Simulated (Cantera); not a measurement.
Input (Python, Cantera) and output of one run.

```python
import numpy as np
import cantera as ct

gas_names = """
    Fe FeO Fe(OH)2 H HO2 H2 H2O H2O2 H2S H2SO4 O OH O2 O3 S SH SO SO2 SO3 S2 S2O S8
""".split()
cond_names = """
    Fe(a) Fe(c) Fe(d) Fe(L) FeO(s) FeO(L) Fe(OH)2(s) Fe(OH)3(s) FeS(a) FeS(b) FeS(c) FeS(L) FeSO4(s)
    FeS2(s) Fe2O3(s) Fe2S3O12(s) Fe3O4(s) H2O(s) H2O(L) H2SO4(L) S(cr1) S(cr2) S(L)
""".split()


# ... load() reads the species with a 1 bar reference pressure and builds the phases ...
atoms = {
    'FeS': {'Fe': 1, 'S': 1},
    'SO3': {'S': 1, 'O': 3},
    'H2O': {'H': 2, 'O': 1},
}
top_T = {'FeSO4(s)': 950, 'FeS2(s)': 1010, 'Fe2O3(s)': 1830, 'Fe2S3O12(s)': 1100, 'Fe3O4(s)': 1870}  # K; cautious upper limits of use, not melting points


# ... equilibrate(T, P, feed) seeds the gas with the atoms and calls Mixture.equilibrate('TP', solver="vcs", rtol=1e-11, max_steps=5000) ...
results = []
feed = {'FeS': 1, 'SO3': 1.9, 'H2O': 1.1}  # mol
T = 1250  # K
P = 40000  # Pa
mix = equilibrate(T, P, feed)
results.append((T, P, feed, dict(zip(mix.species_names, mix.species_moles))))
print(gas.report(threshold=1e-05))
for i in range(1, mix.n_phases):
    print(f"{mix.phase(i).name:16s} {mix.phase_moles(i):12.5e} mol")
```

Result:

```
       temperature   1250 K
          pressure   40000 Pa
           density   0.193 kg/m^3
  mean mol. weight   50.147 kg/kmol
   phase of matter   gas

                          1 kg             1 kmol
                     ---------------   ---------------
          enthalpy       -4.1826e+06       -2.0974e+08  J
   internal energy       -4.3898e+06       -2.2014e+08  J
           entropy            6139.5        3.0787e+05  J/K
    Gibbs function       -1.1857e+07       -5.9459e+08  J
 heat capacity c_p            1026.3             51466  J/K
 heat capacity c_v            860.51             43151  J/K

                      mass frac. Y      mole frac. X     chem. pot. / RT
                     ---------------   ---------------   ---------------
                H2        0.00013679         0.0034025           -24.688
               H2O            0.1055           0.29366           -51.017
               H2S         0.0052442         0.0077175           -35.571
                SH        4.3724e-05        6.6305e-05           -23.227
                SO         0.0005675        0.00059215           -37.213
               SO2           0.81427           0.63743           -63.542
                S2          0.068257          0.053382           -21.766
               S2O         0.0059873         0.0037474           -48.096
     [  +14 minor]        1.1558e-06        1.0528e-06

Fe(c)             0.00000e+00 mol
FeO(s)            0.00000e+00 mol
Fe(OH)2(s)        0.00000e+00 mol
Fe(OH)3(s)        0.00000e+00 mol
FeS(c)            1.57087e-01 mol
Fe2O3(s)          0.00000e+00 mol
Fe3O4(s)          2.80971e-01 mol
S(L)              0.00000e+00 mol
```

These are equilibrium values from Cantera (NASA tables, ideal gas, pure condensed phases), not measurements of a reactor. Mutual solubility and eutectic melting of coexisting phases are not modelled. FeS: taken at fixed stoichiometry. Gases not in the tables: S3 to S7.
